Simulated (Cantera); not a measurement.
Input: 1 mol FeCl₃, 0.37 mol O₂, 4.1 mol H₂, equilibrated at 1077 °C.

Equilibrium computed with Cantera from the NASA thermochemical tables; the gas is ideal and each condensed phase is pure. Candidate condensed phases: Fe, FeCl₂, FeCl₃, FeO, Fe(OH)₂, Fe(OH)₃, Fe₂O₃, Fe₃O₄, H₂O; 22 gas species. Equilibrium is a limit: real reactors are often held back by kinetics, nucleation or transport.

### Question
At 5.60 mbar, list the 4 most abundant gas species with their mole fractions, and the condensed phases.

### Answer
H₂ 0.447, HCl 0.305, H₂O 0.132, FeCl₂ 0.115. Condensed: Fe(γ).
